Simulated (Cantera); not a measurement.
An adiabatic, constant-volume homogeneous reactor starts with H₂ : O₂ : N₂ = 1 : 0.278 : 1.04 (molar parts), at 1323 K and 3080 Torr.

Computed with Cantera and GRI-Mech 3.0 (53 species, 325 reactions). The hydrogen kinetics of GRI-Mech 3.0 are dated; newer H2 mechanisms differ, most at raised pressure. Above 3000 K some thermodynamic fits are extrapolated.

Question: Predict: time of steepest temperature rise; temperature at 10.0 s; equilibrium temperature; x(H₂) at 10.0 s; x(O₂) at 10.0 s; x(H₂O₂) at 10.0 s; x(H₂O) at 10.0 s; x(NO) at 10.0 s; x(O) at 10.0 s.

Answer: 
* **time of steepest temperature rise**: 7.20 µs
* **temperature at 10.0 s**: 3053 K
* **equilibrium temperature**: 3053 K
* **x(H₂) at 10.0 s**: 0.208 (gas-phase equilibrium 0.208)
* **x(O₂) at 10.0 s**: 0.000490 (gas-phase equilibrium 0.000490)
* **x(H₂O₂) at 10.0 s**: 3.03e-7 (gas-phase equilibrium 3.03e-7)
* **x(H₂O) at 10.0 s**: 0.250 (gas-phase equilibrium 0.250)
* **x(NO) at 10.0 s**: 0.00196 (gas-phase equilibrium 0.00196)
* **x(O) at 10.0 s**: 0.00103 (gas-phase equilibrium 0.00103)
